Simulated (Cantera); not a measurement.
Gas-phase reforming

An isothermal, constant-pressure homogeneous reactor starts with 63.3 % CH₄, 36.7 % CO₂, at 2123 K and 1.10 bar.

Computed with Cantera and GRI-Mech 3.0 (53 species, 325 reactions). GRI-Mech 3.0 stops at C3 and has no aromatics, soot or wall deposition, so with more carbon than oxygen in the feed, carbon stays in small species such as C2H2 where larger ones or solid carbon would form.

```csv
t (s),x CH₄,x CO₂,x C₂H₆,x C₂H,x CH₂O,x H₂
1.00e-5,0.523,0.349,0.00248,7.32e-7,0.000307,0.0684
3.08e-5,0.273,0.277,0.00138,9.54e-6,0.000203,0.288
9.50e-5,0.111,0.185,0.000241,1.74e-5,6.42e-5,0.414
0.000293,0.0344,0.0776,3.13e-5,2.27e-5,2.08e-5,0.412
0.000903,0.0138,0.0197,6.34e-6,2.33e-5,7.86e-6,0.415
0.00278,0.0101,0.0112,2.95e-6,1.66e-5,2.79e-6,0.473
0.00858,0.00597,0.00421,9.14e-7,1.11e-5,5.60e-7,0.529
0.0265,0.00235,0.000536,1.40e-7,8.65e-6,1.12e-7,0.558
0.0816,0.000931,2.65e-6,2.83e-8,8.36e-6,9.19e-8,0.563
0.251,0.000912,2.57e-7,2.75e-8,8.36e-6,9.18e-8,0.563
0.775,0.000912,2.57e-7,2.75e-8,8.36e-6,9.18e-8,0.563
2.39,0.000912,2.57e-7,2.75e-8,8.36e-6,9.18e-8,0.563
7.37,0.000912,2.57e-7,2.75e-8,8.36e-6,9.18e-8,0.563
22.7,0.000912,2.57e-7,2.75e-8,8.36e-6,9.18e-8,0.563
70.0,0.000912,2.57e-7,2.75e-8,8.36e-6,9.18e-8,0.563
```
x: mole fraction; the columns are a selection and need not sum to one.

Equilibrium at this temperature and pressure: CH₄ 0.000912, CO₂ 2.57e-7, C₂H₆ 2.75e-8, C₂H 8.36e-6, CH₂O 9.18e-8, H₂ 0.563 (gas phase only).
